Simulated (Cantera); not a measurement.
Mixture: C₃H₈ : O₂ : N₂ : H₂O = 1 : 7.46 : 28.1 : 2.3 (molar parts), equivalence ratio 0.67, at 5.00 bar, adiabatic and at constant pressure. Ignition delay is the time to a rise of 400 K.

Detailed kinetics in Cantera: GRI-Mech 3.0 (53 species, 325 reactions). GRI-Mech 3.0 was tuned for natural gas; its chemistry of propane as a main component is partial and can be far from experiment.

At T0 = 1375 K, what is the delay, and which 7 reactions control it most (d ln τ / d ln k, from doubling and halving each rate constant)?

The delay is 0.142 ms.
```
reaction                       d ln τ / d ln k   faster rate
-----------------------------  ---------------  ------------
C2H5 + CH3 (+M) <=> C3H8 (+M)            -0.54   shortens it
CH3 + HO2 <=> CH3O + OH                  -0.33   shortens it
H + O2 <=> O + OH                        -0.32   shortens it
C3H8 + H <=> C3H7 + H2                    0.29  lengthens it
2 CH3 (+M) <=> C2H6 (+M)                  0.27  lengthens it
C3H8 + OH <=> C3H7 + H2O                  0.22  lengthens it
C2H4 + OH <=> C2H3 + H2O                 -0.17   shortens it
```
